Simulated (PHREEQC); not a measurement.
## Brine: speciation

Make-up at 35 °C: 0.648 mol/kgw CaCl2, 0.002 mol/kgw Na2B4O7 and 0.14 mol/kgw MgCl2. Closed to the air; pH follows from the charge balance.

Computed with PHREEQC (Pitzer model, pitzer.dat).

No solid was allowed to form.

### Question
What pH, osmotic coefficient, activity of water does the model give?

### Answer
pH 7.87; osmotic coefficient 0.987; activity of water 0.959.

### Question
In which forms is B present?

### Answer
B(OH)3 50 %, CaB(OH)4+ 31 %, B(OH)4- 15 %, MgB(OH)4+ 3.8 % of the B.

In brines, pH and single-ion activities rest on the MacInnes convention.
